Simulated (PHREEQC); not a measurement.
# Single salt, acid or base with metal-bearing waste water: an equilibrium model

Solution A (0.00097 mol/kgw HCl) is mixed with solution B (0.0046 mol/kgw CdCl2, 0.0019 mol/kgw NiCl2, 0.14 mol/kgw H2SO4 and 0.0014 mol/kgw NaCl) at 25 °C; shares are by mass of water, 1 kg in all. Oxygen alone is held at its pressure in air (log pO2 = -0.68). No CO2 enters from the air. Only these solids could form: Cd(OH)2, CdOHCl, Ni(OH)2, Ni4(OH)6SO4, Halite, Mirabilite, Morenosite.

All values are PHREEQC results (ion-association model, wateq4f.dat), not measurements.

Problem. Predict pH at share of solution B = 0.2, 0.6, 0.7, 0.8, 1.

Solution. 
```csv
share of solution B,pH
0.2,1.48
0.6,1.07
0.7,1.02
0.8,0.97
1,0.88
```

Complexes and solids missing from the database can't appear.
